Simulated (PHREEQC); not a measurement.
A made-up water analysis in mg/L, 25 °C, pH 3.32, pe 8.5:

| constituent | mg/L |
|---|---|
| Na | 182 |
| K | 27.3 |
| Ca | 330 |
| Mg | 283 |
| Cl | 89.5 |
| S(6) as SO4 | 2260 |
| Si as SiO2 | 2.71 |

Cl is adjusted to close the charge balance.
Valence states are taken as typed.

Model: ion-association model, wateq4f.dat, run in PHREEQC.

Precipitation was switched off in this run.

Question: Order these Ca species by the share of Ca that they hold, largest first: CaSO4, CaHSO4+, Ca+2.

Answer: Ca+2 (63 %), CaSO4 (37 %), CaHSO4+ (0.13 %)

Question: Order these S species by the share of S that they hold, largest first: SO4-2, CaSO4, NaSO4-, MgSO4, HSO4-.

Answer: SO4-2 (64 %), MgSO4 (20 %), CaSO4 (13 %), HSO4- (1.6 %), NaSO4- (1.1 %)

The pH is 3.32 and the ionic strength 0.0602 mol/kgw. Species that the database lacks are ignored.
